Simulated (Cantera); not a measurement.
Input: 1 mol SiHCl3, 52 mol N2, at 1925 K and 1.00 Torr.

Equilibrium computed with Cantera from the NASA thermochemical tables; the gas is ideal and each condensed phase is pure. Candidate condensed phases: NH4Cl, Si, Si3N4; 28 gas species. The tables' values for SiCl, SiCl3 are old estimates; treat these amounts as uncertain. Equilibrium is a limit: real reactors are often held back by kinetics, nucleation or transport.

Base state: N2 0.958, SiCl2 0.0172, HCl 0.0138, Cl 0.00652, H2 0.00175, H 0.00109, Si 0.000780, SiCl 0.000408 (mole fractions); condensed: gas only.

Problem. What changes in the equilibrium state with this change: temperature from 1925 K to 1750 K?

Solution. 
```tsv
species	before	after
N2	0.958	0.962
SiCl2	0.0172	0.0182
HCl	0.0138	0.0160
Cl	0.00652	0.00235
Si	0.000780	2.69e-5
SiCl	0.000408	5.52e-5
H	0.00109	0.000213
```
The tables' values for SiCl3, SiCl are old estimates; treat these amounts as uncertain.
